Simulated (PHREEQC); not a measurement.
0.071 g of hydrous ferric oxide (600 m²/g; 0.2 weak and 0.005 strong sites per Fe, Dzombak-Morel constants, diffuse double layer) in 1 kg of water with 0.005 mol/kgw of an inert sodium salt and 0.0056 mmol/kgw NaH2PO4 and 0.054 mmol/kgw ZnCl2, at 25 °C; the pH is set by adding NaOH or the inert anion's acid. O2 is buffered at 0.21 atm. The system is closed to CO2. Precipitation was switched off in this run.

The series has 13 steps of pH, from 4 to 10.

Equilibrium calculation in PHREEQC: ion-association model, wateq4f.dat.

**Question.** Near which pH is half of the P sorbed, and on which side is more sorbed?

**Answer.** Near pH 9.4, with more sorbed at lower pH.

**Question.** Near which pH is half of the Zn sorbed, and on which side is more sorbed?

**Answer.** Near pH 7.2, with more sorbed at higher pH.

**Question.** At which pH does the surface charge pass through zero?

**Answer.** Near pH 8.8.

H3PO4, which wateq4f.dat lacks, is added to it with the constant of phreeqc.dat. The database has no phosphate complexes of Zn.
